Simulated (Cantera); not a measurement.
A Cantera script and its output.

```python
import numpy as np
import cantera as ct

gas = ct.Solution("h2o2.yaml")
gas.TP = 300, 150000
flame = ct.CounterflowDiffusionFlame(gas, width=0.02)
flame.fuel_inlet.X, flame.fuel_inlet.T = {'H2': 1, 'N2': 1.1}, 375
flame.oxidizer_inlet.X, flame.oxidizer_inlet.T = {'O2': 0.17, 'N2': 0.83}, 400
flame.set_refine_criteria(ratio=3, slope=0.12, curve=0.24, prune=0.03)
show = ['OH', 'H', 'H2O', 'HO2']

rows = []
print(f"{'mdot':>8s}{'a_max':>10s}{'a_mean':>10s}{'Tmax/K':>9s}" + "".join(f"{s:>11s}" for s in show) + "   (peak mole fractions)")
for i, mdot in enumerate([0.9, 1.2, 1.5, 2, 2.6, 3.4, 4.4, 5.7, 7.5]):  # kg/m2/s on the oxidiser side
    flame.oxidizer_inlet.mdot, flame.fuel_inlet.mdot = mdot, 0.74 * mdot
    flame.solve(loglevel=0, auto=(i == 0))
    if flame.T.max() < max(375, 400) + 100:
        print(f"{mdot:8.3g}  no burning solution found from the previous one")
        break
    dT = np.abs(np.gradient(flame.T, flame.grid))
    rows.append([flame.strain_rate("max"), flame.strain_rate("mean"), flame.T.max(),
                 *(flame.X[gas.species_index(s)].max() for s in show), max(dT[0], dT[-1]) / dT.max()])
    print(f"{mdot:8.3g}{rows[-1][0]:10.1f}{rows[-1][1]:10.1f}{rows[-1][2]:9.1f}" + "".join(f"{x:11.3e}" for x in rows[-1][3:-1]))
```

Result:

```
    mdot     a_max    a_mean   Tmax/K         OH          H        H2O        HO2   (peak mole fractions)
     0.9     318.2      79.0   1968.1  6.918e-03  6.235e-03  2.208e-01  3.537e-05
     1.2     415.0     105.4   1943.5  7.072e-03  6.994e-03  2.188e-01  4.401e-05
     1.5     511.6     131.7   1924.9  7.200e-03  7.667e-03  2.173e-01  5.168e-05
       2     670.0     175.7   1900.6  7.322e-03  8.576e-03  2.156e-01  6.249e-05
     2.6     860.3     228.4   1875.2  7.366e-03  9.451e-03  2.140e-01  7.358e-05
     3.4    1110.3     298.6   1847.3  7.374e-03  1.041e-02  2.123e-01  8.559e-05
     4.4    1418.3     386.5   1818.5  7.330e-03  1.134e-02  2.104e-01  9.808e-05
     5.7    1817.8     500.6   1792.3  7.343e-03  1.241e-02  2.088e-01  1.118e-04
     7.5    2360.3     658.7   1763.2  7.281e-03  1.358e-02  2.066e-01  1.272e-04
```

Cantera simulation using the H2/O2 subset of GRI-Mech 3.0, which has no nitrogen chemistry; the numbers are that mechanism's predictions, not measurements. The maximum strain rate includes the flame's own expansion and is several times the mean.
